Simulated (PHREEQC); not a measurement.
**Reverse-osmosis permeate**

Model water analysis in mg/kgw, 15 °C, pH 6.09, pe 9.5: Na 0.157; K 0.255; Ca 1.23; Mg 0.363; Cl 0.764; S(6) as SO4 0.357; Alkalinity as HCO3 4.55; Cd 0.0298; O(0) (dissolved oxygen) 0.0027.

Na is adjusted to close the charge balance.
Valence states are taken as typed.

All values are PHREEQC results (ion-association model, wateq4f.dat), not measurements.

```yaml
ionic_strength: 0.000154 mol/kgw
```

| species | molality | activity | log γ |
|---|---|---|---|
| CO2 | 0.000158 | 0.000158 | 0.000 |
| HCO3- | 7.53e-5 | 7.43e-5 | -0.006 |
| Ca+2 | 3.06e-5 | 2.90e-5 | -0.024 |
| Cl- | 2.15e-5 | 2.13e-5 | -0.006 |
| Mg+2 | 1.49e-5 | 1.41e-5 | -0.024 |
| K+ | 6.52e-6 | 6.43e-6 | -0.006 |
| Na+ | 5.26e-6 | 5.19e-6 | -0.006 |

Precipitation was switched off in this run.
